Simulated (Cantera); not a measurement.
Hydrocarbon pyrolysis for carbon deposition

A perfectly stirred reactor is fed with CH₄ : N₂ = 1.7 : 59 (molar parts), at 18.8 Torr; it is held at 1700 K, and followed from long to short residence time.

Detailed kinetics in Cantera: GRI-Mech 3.0 (53 species, 325 reactions). GRI-Mech 3.0 stops at C3 and has no aromatics, soot or wall deposition, so with more carbon than oxygen in the feed, carbon stays in small species such as C2H2 where larger ones or solid carbon would form. Radical loss at walls, strong at low pressure, is not modelled.

```tsv
τ (s)	x CH₄	x C₂H₄	x H₂	x H	x CH₃
24	0.000990	4.94e-6	0.0393	0.000126	6.39e-5
5.9	0.00244	2.08e-5	0.0371	9.81e-5	0.000128
1.5	0.00569	8.76e-5	0.0322	7.02e-5	0.000241
0.36	0.0122	0.000334	0.0223	4.16e-5	0.000416
0.090	0.0211	0.000694	0.00882	1.54e-5	0.000541
0.023	0.0271	0.000168	0.000780	1.82e-6	0.000317
0.0056	0.0279	3.95e-6	5.15e-5	4.11e-7	8.44e-5
0.0014	0.0280	6.53e-8	1.05e-5	3.31e-7	2.10e-5
0.00035	0.0280	9.15e-10	2.37e-6	3.00e-7	5.04e-6
```
x: mole fraction; the columns are a selection and need not sum to one.
